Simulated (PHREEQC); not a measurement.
A solution holds 0.1 mol HF, 0.011 mol H2SiF6 and 0.00049 mol H2SO4 per kg of water, at 25 °C. Closed to the air; pH follows from the charge balance.

The numbers come from PHREEQC with the ion-association model, wateq4f.dat.

Each row changes one thing in this solution. This is a speciation only: nothing precipitates in the calculation.

```json
[
 {"case": "as made", "pH": "1.65", "ionic strength (mol/kgw)": "0.0371", "HF (mol/kgw)": "0.0702", "H2F2 (mol/kgw)": "0.0129", "F- (mol/kgw)": "0.00253", "HF2- (mol/kgw)": "0.000688"},
 {"case": "temperature from 25 to 50 °C", "pH": "1.66", "ionic strength (mol/kgw)": "0.0364", "HF (mol/kgw)": "0.0827", "H2F2 (mol/kgw)": "0.00700", "F- (mol/kgw)": "0.00193", "HF2- (mol/kgw)": "0.000699"},
 {"case": "HF left out", "pH": "1.73", "ionic strength (mol/kgw)": "0.0315", "HF (mol/kgw)": "0.00494", "H2F2 (mol/kgw)": "6.42e-5", "F- (mol/kgw)": "0.000214", "HF2- (mol/kgw)": "4.09e-6"},
 {"case": "HF from 0.1 to 0.2 mol/kgw", "pH": "1.61", "ionic strength (mol/kgw)": "0.0396", "HF (mol/kgw)": "0.118", "H2F2 (mol/kgw)": "0.0370", "F- (mol/kgw)": "0.00393", "HF2- (mol/kgw)": "0.00180"},
 {"case": "H2SiF6 replaced by NaHF2 at the same molality", "pH": "2.32", "ionic strength (mol/kgw)": "0.0166", "HF (mol/kgw)": "0.0743", "H2F2 (mol/kgw)": "0.0144", "F- (mol/kgw)": "0.0120", "HF2- (mol/kgw)": "0.00342"},
 {"case": "H2SiF6 from 0.011 to 0.11 mol/kgw", "pH": "0.76", "ionic strength (mol/kgw)": "0.331", "HF (mol/kgw)": "0.0710", "H2F2 (mol/kgw)": "0.0142", "F- (mol/kgw)": "0.000445", "HF2- (mol/kgw)": "0.000131"}
]
```

Some of these states are supersaturated (in Quartz (slow to form), Chalcedony (slow to form), for instance). wateq4f.dat counts part of the HF as a dimer, H2F2, which phreeqc.dat doesn't know; its constant is uncertain. Constants without temperature data keep their 25 °C values here. SiF6-2 is the database's only silicon fluoride.
